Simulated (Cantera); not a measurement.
A closed system holds: 1 mol CH3Cl, 0.82 mol Si, 0.067 mol H2, at 377 °C and 3.30 Pa.

Method: chemical equilibrium by Gibbs-energy minimisation in Cantera with the NASA 1993 tables (ideal gas, pure condensed phases). Candidate condensed phases: C, C6H6, C7H8, C8H18, Si, SiC; 109 gas species. Rates play no part.

Base state: H2 0.836, SiCl4 0.127, HCl 0.0357, CH4 0.000600, SiHCl3 0.000242 (mole fractions); condensed: C(graphite) + SiC(s).

What changes in the equilibrium state with this change: pressure from 3.30 Pa to 0.133 bar?


```csv
species,before,after
H2,0.836,0.507
CH4,0.000600,0.310
SiCl4,0.127,0.178
HCl,0.0357,0.00291
SiHCl3,0.000242,0.00251
"C(graphite), mol",0.413,0
"SiC(s), mol",0.586,0.570
```
